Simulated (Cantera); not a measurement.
A closed system holds: 1 mol Si, 0.032 mol CO2, 340 mol H2, held at 1150 °C and 1.10e-6 bar.

Cantera equilibrium calculation (NASA polynomials, part measured and part estimated; ideal gas, pure solids and liquids). Candidate condensed phases: C, C6H6, C7H8, C8H18, H2O, Si, SiC, SiO2; 123 gas species. Mutual solubility and eutectic melting of coexisting phases are not modelled. Rates play no part.

Base state: H2 0.992, H 0.00632, Si 0.00139, SiO 0.000184 (mole fractions); condensed: Si(s) + SiC(s).

What changes in the equilibrium state with this change: Si replaced by SiC?


```csv
species,before,after
H2,0.992,0.993
H,0.00632,0.00632
CO,3.71e-6,0.000171
Si,0.00139,6.10e-5
SiO,0.000184,1.63e-5
"Si(s), mol",0.427,0
"SiC(s), mol",0.0303,0.973
```
